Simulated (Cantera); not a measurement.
**Low-pressure radical oxidation in H2/O2**

An isothermal, constant-pressure homogeneous reactor starts with H2 : O2 = 0.47 : 1 (molar parts), equivalence ratio 0.23, at 1300 K and 18.8 Torr.

Detailed kinetics in Cantera: GRI-Mech 3.0 (53 species, 325 reactions). Radical loss at walls, strong at low pressure, is not modelled. The temperature is held fixed by assumption; the heat of reaction is taken as removed at once.

```csv
t (s),x H2,x O2,x O,x H2O2,x H,x H2O
2.00e-6,0.320,0.680,1.86e-10,<1e-12,4.13e-9,2.59e-11
1.43e-5,0.320,0.680,7.27e-9,2.40e-11,2.99e-8,6.42e-9
0.000103,0.320,0.680,1.04e-6,1.22e-9,2.43e-6,3.25e-6
0.000737,0.0213,0.520,0.0892,6.96e-7,0.112,0.240
0.00528,0.00742,0.593,0.0245,1.03e-6,0.0168,0.347
0.0379,0.000132,0.619,0.000420,2.10e-7,3.72e-5,0.379
0.271,5.34e-6,0.619,1.75e-5,2.67e-8,3.16e-7,0.380
1.95,5.43e-7,0.619,1.81e-6,4.42e-9,1.05e-8,0.381
13.9,2.67e-7,0.619,8.87e-7,2.60e-9,3.64e-9,0.381
100,2.67e-7,0.619,8.86e-7,2.60e-9,3.64e-9,0.381
```
x: mole fraction; the columns are a selection and need not sum to one.

Equilibrium at this temperature and pressure: H2 2.67e-7, O2 0.619, O 8.86e-7, H2O2 2.60e-9, H 3.64e-9, H2O 0.381 (gas phase only).
